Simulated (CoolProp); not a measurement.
Computed with CoolProp (reference Helmholtz-energy equation of state, Lemmon 2003). It is a pseudo-pure fit of the blend.

For R404A, give the phase and the speed of sound (m/s) at 122.75 °C and 0.0382 MPa; 122.75 °C and 2.6 MPa; 122.75 °C and 5.6 MPa.


- 122.75 °C and 0.0382 MPa: gas; speed of sound 191
- 122.75 °C and 2.6 MPa: gas; speed of sound 167
- 122.75 °C and 5.6 MPa: supercritical; speed of sound 141
